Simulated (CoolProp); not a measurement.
Aqueous methanol as a coolant, 24 % by mass, freezing at -19.1 °C, 1 atm.

Computed with CoolProp (Melinder's fits for secondary coolants).

| T (°C) | conductivity (W/(m K)) | viscosity (mPa s) | density (kg/m³) | Prandtl number |
|---|---|---|---|---|
| -8.4 | 0.436 | 4.97 | 970.0 | 44.9 |
| -2.3 | 0.442 | 3.78 | 968.4 | 34.1 |
| 3.7 | 0.447 | 2.97 | 966.7 | 26.6 |
| 9.7 | 0.453 | 2.37 | 964.7 | 21.1 |
| 15.8 | 0.458 | 1.93 | 962.5 | 17.1 |
| 21.8 | 0.464 | 1.60 | 960.1 | 14.0 |
| 27.8 | 0.470 | 1.35 | 957.5 | 11.7 |
| 33.9 | 0.475 | 1.15 | 954.6 | 9.83 |
| 39.9 | 0.481 | 0.988 | 951.6 | 8.36 |
